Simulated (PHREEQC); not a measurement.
Make-up at 25 °C: 0.0097 mol HCl and 0.037 mol MnSO4 per kg of water. Closed to the air; pH follows from the charge balance.

All values are PHREEQC results (Pitzer model, pitzer.dat), not measurements.

| quantity | before | after |
|---|---|---|
| pH | 2.38 | 2.12 |
| ionic strength (mol/kgw) | 0.149 | 0.0224 |
| SO4-2 (mol/kgw) | 0.0328 | 0.00264 |
| HSO4- (mol/kgw) | 0.00419 | 0.00106 |

Task: Which change was made?
A) MnSO4 from 0.037 to 0.0037 mol/kgw
B) MnSO4 from 0.037 to 0.185 mol/kgw
C) HCl from 0.0097 to 0.00873 mol/kgw

Result: A, MnSO4 from 0.037 to 0.0037 mol/kgw

No solid was allowed to form.
